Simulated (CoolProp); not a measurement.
Ammonia at 298.15 K and 0.366 MPa flows at 22 m/s in a round tube of 1 mm bore and 45 µm roughness, fully developed (64/Re and Nu = 3.66 if laminar; Colebrook and Gnielinski if turbulent). Each further row changes one setting.

Model: reference Helmholtz-energy equation of state, Gao 2020, in CoolProp.

| case | Reynolds number | Darcy friction factor | pressure drop (Pa/m) | heat-transfer coefficient (W/(m² K)) | mass flow (kg/h) |
|---|---|---|---|---|---|
| as stated | 5750 | 0.0722 | 45700 | 1070 | 0.163 |
| velocity 44 m/s | 11500 | 0.0702 | 178000 | 2300 | 0.326 |
| diameter 2 mm | 11500 | 0.0539 | 17100 | 878 | 0.651 |

Viscosity comes from a separate model (Fenghour 1995). Thermal conductivity comes from a separate model (Tufeu 1984).
